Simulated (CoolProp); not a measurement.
Computed with CoolProp (reference Helmholtz-energy equation of state, Lemmon 2006). It is a short technical equation, of lower accuracy than the large ones.

Problem. For toluene, give the phase and the cp (kJ/(kg K)), cv (kJ/(kg K)), Prandtl number at 266.65 °C and 0.123 MPa; 303.95 °C and 0.0324 MPa; -12.75 °C and 1.71 MPa.

Solution. 
- 266.65 °C and 0.123 MPa: gas; cp 1.98, cv 1.88, Prandtl number 0.717
- 303.95 °C and 0.0324 MPa: gas; cp 2.07, cv 1.98, Prandtl number 0.712
- -12.75 °C and 1.71 MPa: liquid; cp 1.59, cv 1.16, Prandtl number 10.7

Viscosity comes from a separate model (Avgeri 2015). Thermal conductivity comes from a separate model (Assael 2012).
